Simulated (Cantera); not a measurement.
Input: 1 mol CH3F, 0.53 mol HCl, 3.5 mol H2, 0.053 mol F2, at 28000 Pa.

Cantera equilibrium calculation (NASA polynomials, part measured and part estimated; ideal gas, pure solids and liquids). Candidate condensed phases: C, C6H6, C7H8, C8H18; 118 gas species. The numbers say what is thermodynamically allowed, not how fast it happens.

Which condensed phases are stable at each of these points (T (°C)): 2675, 2725, 2775, 2825, 2875, 2925, 2975, 3025?


```csv
T (°C),condensed phases,C condensed (%)
2675,C(graphite),55.2
2725,C(graphite),47.8
2775,C(graphite),38.9
2825,C(graphite),28.2
2875,C(graphite),14.7
2925,gas only,0.0
2975,gas only,0.0
3025,gas only,0.0
```

From 2675 °C to 2875 °C the condensed part is C(graphite). From 2925 °C to 3025 °C nothing is condensed.
